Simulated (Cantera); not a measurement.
Input: 1 mol Si(CH₃)₄, 0.24 mol HCl, 4.7 mol H₂, at 1773.15 K and 458 Torr.

Cantera equilibrium calculation (NASA polynomials, part measured and part estimated; ideal gas, pure solids and liquids). Candidate condensed phases: C, C₆H₆, C₇H₈, C₈H₁₈, Si, SiC; 109 gas species. The numbers say what is thermodynamically allowed, not how fast it happens.

Base state: H₂ 0.977, HCl 0.0219, CH₄ 0.000491, H 0.000361, C₂H₂ (acetylene) 0.000137, SiCl₂ 3.34e-5 (mole fractions); condensed: C(graphite) + SiC(s).

Q: What changes in the equilibrium state with this change: temperature from 1773.15 K to 1198 K?

A: 
```csv
species,before,after
H₂,0.977,0.969
HCl,0.0219,0.0221
CH₄,0.000491,0.00918
H,0.000361,2.40e-7
SiCl₂,3.34e-5,1.98e-6
C₂H₂ (acetylene),0.000137,9.58e-8
"C(graphite), mol",2.99,2.90
"SiC(s), mol",1.000,1.000
```
